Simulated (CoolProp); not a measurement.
Computed with CoolProp (reference Helmholtz-energy equation of state, Schmidt 1985). Above 300 K oxygen's equation is extrapolated.

### Question
For oxygen, give the phase and the cp (kJ/(kg K)), cv (kJ/(kg K)), speed of sound (m/s), viscosity (µPa s) at 380.2 K and 116 bar; 380.2 K and 155 bar; 380.2 K and 233 bar.

### Answer
- 380.2 K and 116 bar: supercritical; cp 1.03, cv 0.690, speed of sound 388, viscosity 27.2
- 380.2 K and 155 bar: supercritical; cp 1.06, cv 0.694, speed of sound 397, viscosity 28.1
- 380.2 K and 233 bar: supercritical; cp 1.11, cv 0.701, speed of sound 419, viscosity 30.3

Viscosity comes from a separate model (Lemmon 2004).
